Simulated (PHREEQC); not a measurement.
Nickel, zinc or cadmium bath

Consider water at 25 °C with 0.16 mol ZnSO4, 8.6e-05 mol KCl and 0.0064 mol HCl per kg of water. Closed to the air; pH follows from the charge balance.

Computed with PHREEQC (ion-association model, phreeqc.dat).

| Quantity | Value |
|---|---|
| pH | 2.67 |
| ionic strength | 0.318 mol/kgw |
| density | 1.023 g/cm³ |
| total alkalinity | -6.40 meq/kg |

```json
[
 {"species": "Zn+2", "molality": "0.0795", "activity": "0.0201", "log γ": "-0.597"},
 {"species": "ZnSO4", "molality": "0.0573", "activity": "0.0617", "log γ": "0.032"},
 {"species": "SO4-2", "molality": "0.0533", "activity": "0.0131", "log γ": "-0.610"},
 {"species": "Zn(SO4)2-2", "molality": "0.0228", "activity": "0.00657", "log γ": "-0.541"},
 {"species": "Cl-", "molality": "0.00615", "activity": "0.00419", "log γ": "-0.167"},
 {"species": "HSO4-", "molality": "0.00368", "activity": "0.00270", "log γ": "-0.135"},
 {"species": "H+", "molality": "0.00272", "activity": "0.00212", "log γ": "-0.108"},
 {"species": "ZnCl+", "molality": "0.000332", "activity": "0.000227", "log γ": "-0.165"},
 {"species": "K+", "molality": "7.91e-5", "activity": "5.36e-5", "log γ": "-0.170"},
 {"species": "KSO4-", "molality": "6.86e-6", "activity": "4.93e-6", "log γ": "-0.144"}
]
```

No solid was allowed to form.
